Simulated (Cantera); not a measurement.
An adiabatic, constant-pressure homogeneous reactor starts with 1.60 % C3H8, 9.76 % O2, 82.9 % N2, 5.76 % H2O, equivalence ratio 0.82, at 1450 K and 0.651 atm.

Model: GRI-Mech 3.0 (53 species, 325 reactions), integrated in Cantera. GRI-Mech 3.0 was tuned for natural gas; its chemistry of propane as a main component is partial and can be far from experiment.

Problem. Predict: time of steepest temperature rise; temperature at 0.600 s; equilibrium temperature; x(O2) at 0.600 s; x(H2O) at 0.600 s; x(N2O) at 0.600 s.

Solution. 
| Item | Result |
|---|---|
| time of steepest temperature rise | 0.259 ms |
| temperature at 0.600 s | 2228 K |
| equilibrium temperature | 2227 K |
| x(O2) at 0.600 s | 0.0167 (gas-phase equilibrium 0.0166) |
| x(H2O) at 0.600 s | 0.116 (gas-phase equilibrium 0.116) |
| x(N2O) at 0.600 s | 1.75e-7 (gas-phase equilibrium 1.76e-7) |
